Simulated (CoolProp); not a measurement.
Vapour-liquid equilibrium of CF4 (R14) (1) + R13 (2) at 0.0275 MPa; x and y are mole fractions of (1).

Computed with CoolProp (multi-fluid Helmholtz-energy mixture model, Platzer 1990 and Platzer 1990; pair parameters Bell 2016). This equation is an older, rougher fit; its heat capacities, sound speeds and derivatives of the liquid may be far off and weren't checked against measurements.

```json
[
 {"x": "0.05", "bubble temperature, mixture model (K)": "…", "bubble temperature, Raoult's law (K)": "161.5", "y, mixture model": "0.628", "y, Raoult's law": "0.512"},
 {"x": "0.15", "bubble temperature, mixture model (K)": "146.3", "bubble temperature, Raoult's law (K)": "151.0", "y, mixture model": "…", "y, Raoult's law": "0.822"},
 {"x": "0.25", "bubble temperature, mixture model (K)": "141.0", "bubble temperature, Raoult's law (K)": "145.0", "y, mixture model": "0.939", "y, Raoult's law": "0.912"},
 {"x": "0.35", "bubble temperature, mixture model (K)": "…", "bubble temperature, Raoult's law (K)": "140.9", "y, mixture model": "…", "y, Raoult's law": "0.951"},
 {"x": "0.45", "bubble temperature, mixture model (K)": "135.7", "bubble temperature, Raoult's law (K)": "137.9", "y, mixture model": "0.973", "y, Raoult's law": "0.970"},
 {"x": "0.55", "bubble temperature, mixture model (K)": "…", "bubble temperature, Raoult's law (K)": "135.6", "y, mixture model": "0.981", "y, Raoult's law": "0.981"},
 {"x": "0.65", "bubble temperature, mixture model (K)": "…", "bubble temperature, Raoult's law (K)": "133.6", "y, mixture model": "…", "y, Raoult's law": "0.989"},
 {"x": "0.75", "bubble temperature, mixture model (K)": "131.6", "bubble temperature, Raoult's law (K)": "132.0", "y, mixture model": "0.991", "y, Raoult's law": "0.993"},
 {"x": "0.85", "bubble temperature, mixture model (K)": "130.5", "bubble temperature, Raoult's law (K)": "130.7", "y, mixture model": "0.994", "y, Raoult's law": "0.997"},
 {"x": "0.95", "bubble temperature, mixture model (K)": "129.4", "bubble temperature, Raoult's law (K)": "129.5", "y, mixture model": "0.998", "y, Raoult's law": "0.999"}
]
```

Problem. Fill in the missing entries.

Solution. 
- 0.05, bubble temperature, mixture model (K): 158.0
- 0.15, y, mixture model: 0.883
- 0.35, bubble temperature, mixture model (K): 137.8
- 0.35, y, mixture model: 0.961
- 0.55, bubble temperature, mixture model (K): 134.1
- 0.65, bubble temperature, mixture model (K): 132.7
- 0.65, y, mixture model: 0.986

The largest gap from Raoult's law is -4.7 K in bubble temperature, at x = 0.15. No azeotrope shows between x = 0.05 and 0.95.

Pair parameters are fitted to limited data, so mixtures are less certain than the pure fluids.
